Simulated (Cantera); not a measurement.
An adiabatic, constant-pressure homogeneous reactor starts with CO : H2 : O2 : N2 = 1 : 0.42 : 0.309 : 1.16 (molar parts), at 1125 K and 5.20 bar. Integrator tolerance rtol = 1e-08.

Model: GRI-Mech 3.0 (53 species, 325 reactions), integrated in Cantera. The hydrogen kinetics of GRI-Mech 3.0 are dated; newer H2 mechanisms differ, most at raised pressure.

Question: What does this change do: initial temperature 1125 to 1700 K?

Answer: 
| quantity | before | after |
|---|---|---|
| time of steepest temperature rise | 68.1 µs | 2.20 µs |
| temperature at 7.00 s | 2649 K | 2978 K |
| equilibrium temperature | 2649 K | 2978 K |
| x(CO) at 7.00 s | 0.269 (gas-phase equilibrium 0.269) | 0.276 (gas-phase equilibrium 0.276) |
| x(H2) at 7.00 s | 0.0411 (gas-phase equilibrium 0.0411) | 0.0392 (gas-phase equilibrium 0.0392) |
| x(O2) at 7.00 s | 0.000220 (gas-phase equilibrium 0.000220) | 0.00256 (gas-phase equilibrium 0.00256) |
| x(H) at 7.00 s | 0.00418 (gas-phase equilibrium 0.00418) | 0.0129 (gas-phase equilibrium 0.0129) |
| x(N2O) at 7.00 s | 6.89e-8 (gas-phase equilibrium 6.89e-8) | 3.70e-7 (gas-phase equilibrium 3.70e-7) |
| x(NO2) at 7.00 s | 4.07e-8 (gas-phase equilibrium 4.07e-8) | 5.68e-7 (gas-phase equilibrium 5.68e-7) |
| x(OH) at 7.00 s | 0.00290 (gas-phase equilibrium 0.00290) | 0.0116 (gas-phase equilibrium 0.0116) |
